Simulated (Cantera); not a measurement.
A perfectly stirred reactor is fed with CH4 : H2 = 1 : 5.2 (molar parts), at 0.987 atm; it is held at 1775 K, and followed from long to short residence time.

Model: GRI-Mech 3.0 (53 species, 325 reactions), integrated in Cantera. GRI-Mech 3.0 stops at C3 and has no aromatics, soot or wall deposition, so with more carbon than oxygen in the feed, carbon stays in small species such as C2H2 where larger ones or solid carbon would form.

Task: Predict: x(CH4) at τ = 13.0 s; x(H2) at τ = 13.0 s; x(C2H) at τ = 13.0 s; x(CH2) at τ = 13.0 s; x(C2H4) at τ = 13.0 s; x(CH4) at τ = 0.280 s; x(H2) at τ = 0.280 s; x(C2H) at τ = 0.280 s; x(CH2) at τ = 0.280 s; x(C2H4) at τ = 0.280 s.

Result: 
| Property | Result |
|---|---|
| x(CH4) at τ = 13.0 s | 0.0158 |
| x(H2) at τ = 13.0 s | 0.921 |
| x(C2H) at τ = 13.0 s | 1.46e-7 |
| x(CH2) at τ = 13.0 s | 3.23e-8 |
| x(C2H4) at τ = 13.0 s | 0.00156 |
| x(CH4) at τ = 0.280 s | 0.0315 |
| x(H2) at τ = 0.280 s | 0.912 |
| x(C2H) at τ = 0.280 s | 1.27e-7 |
| x(CH2) at τ = 0.280 s | 5.94e-8 |
| x(C2H4) at τ = 0.280 s | 0.00142 |
